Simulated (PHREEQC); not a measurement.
Consider water at 25 °C with 0.026 mol CuSO4, 0.055 mol H2SO4 and 0.032 mol KCl per kg of water. Closed to the air; pH follows from the charge balance.

Model: ion-association model, wateq4f.dat, run in PHREEQC.

Precipitation was switched off in this run.

Problem. Order these S species by the share of S that they hold, largest first: CuSO4, KSO4-, SO4-2, HSO4-.

Solution. HSO4- (59 %), SO4-2 (29 %), CuSO4 (10 %), KSO4- (1.8 %)

Problem. Order these Cu species by the share of Cu that they hold, largest first: Cu+2, CuCl+, CuSO4.

Solution. Cu+2 (66 %), CuSO4 (32 %), CuCl+ (1.9 %)

The pH is 1.30 and the ionic strength 0.168 mol/kgw.
